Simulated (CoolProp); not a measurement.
A simple Rankine cycle with hydrogen sulfide: condensing at 313.15 K, boiler at 7.14 MPa, turbine inlet 509.8 K, turbine efficiency 0.9, pump efficiency 0.7, no recuperator. Each further row changes one setting.

Values from CoolProp's reference Helmholtz-energy equation of state, Lemmon 2006. It is a short technical equation, of lower accuracy than the large ones.

```tsv
case	thermal efficiency (%)	net work (kJ/kg)	heat in (kJ/kg)	turbine exit temperature (K)	volume ratio over the turbine
as stated	12.7	75.2	592	415.3	2.06
turbine inlet 529.8 K	12.9	79.8	618	433.2	2.07
condensing temperature 305.15 K	14.6	89.2	610	398.8	2.39
boiler pressure 5 MPa	8.3	50.6	610	451.4	1.56
turbine efficiency 0.8	11.1	65.9	592	423.1	2.12
```
